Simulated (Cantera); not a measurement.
An isothermal, constant-pressure homogeneous reactor starts with C2H6 : N2 = 1 : 130 (molar parts), at 2000 K and 0.444 atm.

Detailed kinetics in Cantera: GRI-Mech 3.0 (53 species, 325 reactions). GRI-Mech 3.0 stops at C3 and has no aromatics, soot or wall deposition, so with more carbon than oxygen in the feed, carbon stays in small species such as C2H2 where larger ones or solid carbon would form.

Problem. Predict: x(C2H) at 4.00 s; x(CH4) at 4.00 s; x(H2) at 4.00 s; x(H) at 4.00 s; x(C2H2) at 4.00 s.

Solution. 
* **x(C2H) at 4.00 s**: 2.76e-6 (gas-phase equilibrium 1.64e-7)
* **x(CH4) at 4.00 s**: 2.60e-7 (gas-phase equilibrium 2.61e-7)
* **x(H2) at 4.00 s**: 0.0149 (gas-phase equilibrium 0.0149)
* **x(H) at 4.00 s**: 0.000298 (gas-phase equilibrium 0.000298)
* **x(C2H2) at 4.00 s**: 0.00738 (gas-phase equilibrium 0.000438)
